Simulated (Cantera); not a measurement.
Source: NASA polynomial tables (part measured, part estimated), evaluated in Cantera. Values are per mole of reaction as written; species without (g) are pure solids or liquids, kept so even where they would boil at 1 bar.

NO(g) + Cr2O3 + 4 H2(g) ⇌ 4 H2O(g) + Cr2N

| T (K) | ΔH° (kJ) | ΔS° (J/K) | ΔG° (kJ) | log10 K |
|---|---|---|---|---|
| 300 | [?] | [?] | [?] | [?] |
| 673 | [?] | [?] | [?] | [?] |
| 773 | -71.1 | -39.2 | -40.8 | 2.76 |
| 873 | -74.6 | -43.5 | -36.6 | 2.19 |
| 973 | [?] | [?] | [?] | [?] |
| 1073 | -80.1 | -49.2 | -27.3 | 1.33 |

Some entries are withheld; supply them.


- 300, ΔH° (kJ): -49.1
- 300, ΔS° (J/K): 6.6
- 300, ΔG° (kJ): -51.1
- 300, log10 K: 8.90
- 673, ΔH° (kJ): -67.2
- 673, ΔS° (J/K): -33.8
- 673, ΔG° (kJ): -44.4
- 673, log10 K: 3.45
- 973, ΔH° (kJ): -77.6
- 973, ΔS° (J/K): -46.8
- 973, ΔG° (kJ): -32.1
- 973, log10 K: 1.72
